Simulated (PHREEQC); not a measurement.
Make-up at 80 °C: 0.26 mol ZnCl2, 0.0055 mol H3BO3 and 0.007 mol NiCl2 per kg of water. Closed to the air; pH follows from the charge balance.

Computed with PHREEQC (ion-association model, wateq4f.dat).

Problem. The ionic strength comes out as 0.434 mol/kgw. What activity coefficients do Zn+2, NiCl+, ZnCl4-2, Ni+2, ZnCl3- get?

Solution. Zn+2 0.23, NiCl+ 0.70, ZnCl4-2 0.19, Ni+2 0.25, ZnCl3- 0.63.

No solid was allowed to form. At this temperature some constants are extrapolated from 25 °C, and those without enthalpy data are left unchanged.
